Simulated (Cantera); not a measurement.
Input (Python, Cantera) and output of one run.

```python
import numpy as np
import cantera as ct

gas_names = [...]  # 87 gases of nasa_gas.yaml made of C, H, Si
cond_names = """
    C(gr) C6H6(L) C7H8(L) C8H18(L),n-octa Si(cr) Si(L) SiC(b)
""".split()


# ... load() reads the species with a 1 bar reference pressure and builds the phases ...
atoms = {
    'CH3SiH3': {'C': 1, 'H': 6, 'Si': 1},
    'C2H2': {'C': 2, 'H': 2},
    'H2': {'H': 2},
}
top_T = {'C(gr)': 4500, 'SiC(b)': 3050}  # K; cautious upper limits of use, not melting points


# ... equilibrate(T, P, feed) seeds the gas with the atoms and calls Mixture.equilibrate('TP', solver="vcs", rtol=1e-11, max_steps=5000) ...
results = []
feed = {'CH3SiH3': 1, 'C2H2': 0.096, 'H2': 31}  # mol
P = 6600  # Pa
for T in [1873, 1923, 1973, 2023, 2073, 2123, 2173, 2223]:
    mix = equilibrate(T, P, feed)
    results.append((T, P, feed, dict(zip(mix.species_names, mix.species_moles))))
    x = sorted(zip(gas.X, gas.species_names), reverse=True)
    print(f"T = {T:g} K  P = {P:g} Pa  gas = {mix.phase_moles(0):.4g} mol")
    print("   x: " + "  ".join(f"{s} {v:.3e}" for v, s in x if v > 1e-05))
    print("   condensed (mol): " + ("  ".join(f"{mix.phase(i).name} {mix.phase_moles(i):.4g}"
          for i in range(1, mix.n_phases) if mix.phase_moles(i) > 1e-12) or "none"))
```

It prints:

```
T = 1873 K  P = 6600 Pa  gas = 34.14 mol
   x: H2 9.971e-01  H 2.509e-03  C2H2,acetylene 3.112e-04  CH4 4.000e-05
   condensed (mol): C(gr) 0.1695  SiC(b) 0.9997
T = 1923 K  P = 6600 Pa  gas = 34.16 mol
   x: H2 9.958e-01  H 3.659e-03  C2H2,acetylene 4.495e-04  CH4 3.439e-05  Si 1.048e-05
   condensed (mol): C(gr) 0.1605  SiC(b) 0.9994
T = 1973 K  P = 6600 Pa  gas = 34.19 mol
   x: H2 9.941e-01  H 5.237e-03  C2H2,acetylene 6.368e-04  CH4 2.977e-05  Si 2.369e-05
   condensed (mol): C(gr) 0.1484  SiC(b) 0.9988
T = 2023 K  P = 6600 Pa  gas = 34.22 mol
   x: H2 9.917e-01  H 7.361e-03  C2H2,acetylene 8.858e-04  Si 5.141e-05  CH4 2.593e-05
   condensed (mol): C(gr) 0.1325  SiC(b) 0.9975
T = 2073 K  P = 6600 Pa  gas = 34.27 mol
   x: H2 9.884e-01  H 1.018e-02  C2H2,acetylene 1.211e-03  Si 1.074e-04  CH4 2.271e-05  SiH 1.578e-05  SiH2 1.114e-05
   condensed (mol): C(gr) 0.1124  SiC(b) 0.9949
T = 2123 K  P = 6600 Pa  gas = 34.34 mol
   x: H2 9.842e-01  H 1.385e-02  C2H2,acetylene 1.630e-03  Si 2.167e-04  SiH 2.855e-05  CH4 1.998e-05  SiH2 1.698e-05  SiC2 1.537e-05
   condensed (mol): C(gr) 0.08775  SiC(b) 0.9898
T = 2173 K  P = 6600 Pa  gas = 34.43 mol
   x: H2 9.787e-01  H 1.858e-02  C2H2,acetylene 2.160e-03  Si 4.231e-04  SiH 5.019e-05  SiC2 3.665e-05  SiH2 2.535e-05  Si2C 2.260e-05  CH4 1.763e-05
   condensed (mol): C(gr) 0.05874  SiC(b) 0.98
T = 2223 K  P = 6600 Pa  gas = 34.55 mol
   x: H2 9.715e-01  H 2.458e-02  C2H2,acetylene 2.819e-03  Si 8.013e-04  SiH 8.590e-05  SiC2 8.395e-05  Si2C 5.081e-05  SiH2 3.706e-05  CH4 1.559e-05
   condensed (mol): C(gr) 0.0265  SiC(b) 0.9615
```

Cantera equilibrium calculation (NASA polynomials, part measured and part estimated; ideal gas, pure solids and liquids). The feed counts by its element totals alone. Gases not in the tables: Si2H6 and higher silanes.
